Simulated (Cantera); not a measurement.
**Equilibrium for abatement and gas-phase synthesis: SO2 + H2O + O2**

Feed: 1 mol SO2, 1.3 mol H2O, 1 mol O2, at 0.100 bar.

Cantera equilibrium calculation (NASA polynomials, part measured and part estimated; ideal gas, pure solids and liquids). Candidate condensed phases: H2O, H2SO4, S; 34 gas species. Ions and electrons are included (thermal ionisation). Kinetics and transport are ignored.

| T (°C) | x O | x H | x O2 | x SO2 | x H2O | x OH | x S | x SO | x H2 |
|---|---|---|---|---|---|---|---|---|---|
| 2727 | 0.163 | 0.105 | 0.206 | 0.154 | 0.142 | 0.112 | 0.00607 | 0.0668 | 0.0443 |
| 3227 | 0.435 | 0.260 | 0.0777 | 0.0179 | 0.00902 | 0.0556 | 0.0524 | 0.0716 | 0.0194 |
| 3727 | 0.565 | 0.288 | 0.0144 | 0.000515 | 0.000221 | 0.0114 | 0.0989 | 0.0175 | 0.00325 |
| 4227 | 0.590 | 0.291 | 0.00281 | 1.58e-5 | 9.10e-6 | 0.00262 | 0.110 | 0.00336 | 0.000707 |
| 4727 | 0.594 | 0.292 | 0.000719 | 8.55e-7 | 6.81e-7 | 0.000780 | 0.112 | 0.000815 | 0.000206 |
x: gas mole fraction; nothing condenses.

From 2727 °C to 4727 °C nothing is condensed.
